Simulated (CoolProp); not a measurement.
R227EA along the isotherm 339.8 K: density (kg/m³) from the reference equation and from simpler models built on Tc = 374.9 K, pc = 29.25 bar, ω = 0.358; each cubic takes its own stable root.

Model: reference Helmholtz-energy equation of state, Lemmon 2016, in CoolProp.

```csv
p (bar),phase,reference
0.463,gas,2.808
0.72,gas,4.386
1.12,gas,6.870
1.75,gas,10.85
2.72,gas,17.17
4.23,gas,27.51
6.59,gas,45.11
10.3,gas,77.94
16,liquid,1181
24.9,liquid,1201
38.7,liquid,1226
60.3,liquid,1257
93.9,liquid,1294
146,liquid,1337
```

Problem. How far does each simpler model (van der Waals, Redlich-Kwong, Soave-Redlich-Kwong, Peng-Robinson) lie from the reference over these 14 states: mean and median of the absolute difference, and the worst?

Solution. 
- van der Waals: mean 19.6 %, median 4.7 %, worst -88.8 % at 339.8 K and 16 bar
- Redlich-Kwong: mean 11.3 %, median 1.9 %, worst -87.9 % at 339.8 K and 16 bar
- Soave-Redlich-Kwong: mean 4.6 %, median 0.6 %, worst -14.3 % at 339.8 K and 16 bar
- Peng-Robinson: mean 1.2 %, median 0.6 %, worst +4.9 % at 339.8 K and 146 bar

At some of these states van der Waals, Redlich-Kwong gives the other phase, because its saturation line lies elsewhere.
